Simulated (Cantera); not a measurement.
Feed: 1 mol HCl, 0.3 mol H₂, 0.32 mol O₂, equilibrated at 100000 Pa.

These are equilibrium values from Cantera (NASA tables, ideal gas, pure condensed phases), not measurements of a reactor. Candidate condensed phases: H₂O; 29 gas species. Ions and electrons are included (thermal ionisation). Rates play no part. All values below are at 4000 K.

Base state: H 0.360, Cl 0.301, O 0.161, HCl 0.0654, H₂ 0.0509, OH 0.0405, O₂ 0.0117, H₂O 0.00981 (mole fractions); condensed: gas only.

Q: What changes in the equilibrium state with this change: HCl replaced by HI?

A: 
```json
[
 {"species": "H", "before": "0.360", "after": "0.380"},
 {"species": "I", "before": "0", "after": "0.346"},
 {"species": "O", "before": "0.161", "after": "0.152"},
 {"species": "Cl", "before": "0.301", "after": "0"},
 {"species": "HCl", "before": "0.0654", "after": "0"},
 {"species": "O₂", "before": "0.0117", "after": "0.0104"},
 {"species": "H₂", "before": "0.0509", "after": "0.0570"},
 {"species": "H₂O", "before": "0.00981", "after": "0.0104"},
 {"species": "OH", "before": "0.0405", "after": "0.0405"},
 {"species": "HI", "before": "0", "after": "0.00358"},
 {"species": "ClO", "before": "0.000220", "after": "0"},
 {"species": "Cl₂", "before": "7.54e-5", "after": "0"}
]
```
Further candidate phases: I₂.
